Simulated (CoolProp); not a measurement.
Saturation properties of sulfur dioxide (Tc = 430.6 K, pc = 7.887 MPa, ω = 0.256).

Values from CoolProp's reference Helmholtz-energy equation of state, Gao 2016.

```csv
T (K),p (MPa),liquid density (kg/m³),vapour density (kg/m³)
285.4,?,1402,?
300.1,0.4184,?,11.58
314.8,0.6620,1318,17.96
329.5,1.001,1273,26.86
344.2,1.456,1224,39.04
358.9,2.049,1171,55.58
373.6,2.806,1111,78.14
388.2,?,1043,109.3
402.9,4.912,?,155.3
```

Problem. Fill in the missing entries.

Solution. 
- 285.4, p (MPa): 0.2504
- 285.4, vapour density (kg/m³): 7.126
- 300.1, liquid density (kg/m³): 1361
- 388.2, p (MPa): 3.746
- 402.9, liquid density (kg/m³): 957.8

It boils at 263.1 K under 1 atm.
